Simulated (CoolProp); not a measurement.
Model: reference Helmholtz-energy equation of state, Thol 2015, in CoolProp.

Task: For 1,2-dichloroethane, give the phase and the density (kg/m³), isothermal compressibility (1/MPa) at 500 K and 2.61 MPa.

Result: 
- 500 K and 2.61 MPa: liquid; density 871, isothermal compressibility 0.0103
